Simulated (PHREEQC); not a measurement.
# Copper plating or etch bath (model solution)

Solution (20 °C): 0.0012 mol/kgw Cu(NO3)2 and 0.0075 mol/kgw H3BO3. It is in equilibrium with CO2 at log p = -3.5 (atm). Otherwise closed; pH follows from the charge balance.

Equilibrium calculation in PHREEQC: ion-association model, wateq4f.dat.

This is a speciation only: nothing precipitates in the calculation.

### Question
What pH does the model give?

### Answer
pH 5.22.

### Question
In which forms is C present?

### Answer
CO2 90 %, HCO3- 6.6 %, CuHCO3+ 3.1 % of the C.

Complexes and solids missing from the database can't appear.
